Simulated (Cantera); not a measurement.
Feed: 1 mol Fe, 12 mol NH₃, 150 mol N₂, 0.41 mol H₂O, held at 7.50 Torr.

Equilibrium computed with Cantera from the NASA thermochemical tables; the gas is ideal and each condensed phase is pure. Candidate condensed phases: Fe, FeO, Fe(OH)₂, Fe(OH)₃, Fe₂O₃, Fe₃O₄, H₂O; 27 gas species. The numbers say what is thermodynamically allowed, not how fast it happens. All values below are at 1525 K.

Base state: N₂ 0.894, H₂ 0.103, H₂O 0.00235, H 7.60e-5, Fe 2.53e-5 (mole fractions); condensed: Fe(γ).

Task: What changes in the equilibrium state with this change: NH₃ from 12 to 4.5 mol?

Result: 
| species | before | after |
|---|---|---|
| N₂ | 0.894 | 0.955 |
| H₂ | 0.103 | 0.0423 |
| H₂O | 0.00235 | 0.00257 |
| Fe | 2.53e-5 | 2.53e-5 |
| H | 7.60e-5 | 4.87e-5 |
| Fe(γ), mol | 0.996 | 0.996 |
